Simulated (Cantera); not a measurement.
Input (Python, Cantera):

```python
import numpy as np
import cantera as ct

gas = ct.Solution("gri30.yaml", transport_model="mixture-averaged")
show = ['N2', 'NO', 'CH4']

rows = []
print(f"{'T/K':>7s}{'rho':>11s}{'cp':>10s}{'mu':>11s}{'lambda':>11s}{'Pr':>7s}" + "".join(f"{'D_' + s:>11s}" for s in show))
for T in [400, 550, 700, 850, 1000, 1150, 1300, 1450]:
    gas.TPX = T, 2666, {'C3H8': 0.32}
    Pr = gas.cp_mass * gas.viscosity / gas.thermal_conductivity
    D = [gas.mix_diff_coeffs_mole[gas.species_index(s)] for s in show]
    rows.append([gas.density, gas.cp_mass, gas.viscosity, gas.thermal_conductivity, Pr, *D])
    print(f"{T:7g}{gas.density:11.4e}{gas.cp_mass:10.1f}{gas.viscosity:11.4e}"
          f"{gas.thermal_conductivity:11.4e}{Pr:7.3f}" + "".join(f"{d:11.4e}" for d in D))
print("SI units: kg/m3, J/kg/K, Pa s, W/m/K, m2/s")
```

It prints:

```
    T/K        rho        cp         mu     lambda     Pr       D_N2       D_NO      D_CH4
    400 3.5349e-02    2133.9 1.0870e-05 3.0696e-02  0.756 7.3583e-04 7.2074e-04 8.1297e-04
    550 2.5708e-02    2739.3 1.4393e-05 5.2261e-02  0.754 1.2945e-03 1.2679e-03 1.4451e-03
    700 2.0199e-02    3237.2 1.7519e-05 7.4960e-02  0.757 1.9666e-03 1.9263e-03 2.2088e-03
    850 1.6635e-02    3634.5 2.0350e-05 9.7636e-02  0.758 2.7414e-03 2.6852e-03 3.0911e-03
   1000 1.4140e-02    3959.8 2.2954e-05 1.1983e-01  0.759 3.6114e-03 3.5373e-03 4.0827e-03
   1150 1.2295e-02    4195.3 2.5378e-05 1.4134e-01  0.753 4.5707e-03 4.4769e-03 5.1766e-03
   1300 1.0877e-02    4401.1 2.7658e-05 1.6211e-01  0.751 5.6149e-03 5.4997e-03 6.3674e-03
   1450 9.7514e-03    4579.8 2.9820e-05 1.8210e-01  0.750 6.7402e-03 6.6020e-03 7.6508e-03
SI units: kg/m3, J/kg/K, Pa s, W/m/K, m2/s
```

Cantera simulation using GRI-Mech 3.0 (53 species, 325 reactions); the numbers are that mechanism's predictions, not measurements. The composition is frozen, though it would react at the higher temperatures.
